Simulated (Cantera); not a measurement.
A closed system holds: 1 mol Si₃N₄, 0.32 mol H₂O, 1.2 mol H₂, equilibrated at 0.00630 Torr.

Cantera equilibrium calculation (NASA polynomials, part measured and part estimated; ideal gas, pure solids and liquids). Candidate condensed phases: H₂O, Si, SiO₂, Si₂N₂O, Si₃N₄; 35 gas species. Mutual solubility and eutectic melting of coexisting phases are not modelled. Equilibrium is a limit: real reactors are often held back by kinetics, nucleation or transport.

Task: What share of the Si ends up in condensed phases as a function of T (°C), at 825, 925, 1025, 1125, 1225, 1325, 1425, 1525, 1625, 1725, 1825, 1925?

Result: 
| T (°C) | Si condensed (%) | as |
|---|---|---|
| 825 | 100.0 | Si₂N₂O(s) + Si₃N₄(s) |
| 925 | 100.0 | Si₂N₂O(s) + Si₃N₄(s) |
| 1025 | 100.0 | Si₂N₂O(s) + Si₃N₄(s) |
| 1125 | 99.0 | Si(s) + Si₂N₂O(s) |
| 1225 | 89.2 | Si(s) |
| 1325 | 87.9 | Si(s) |
| 1425 | 78.1 | Si(l) |
| 1525 | 9.6 | Si(l) |
| 1625 | 0.0 | - |
| 1725 | 0.0 | - |
| 1825 | 0.0 | - |
| 1925 | 0.0 | - |
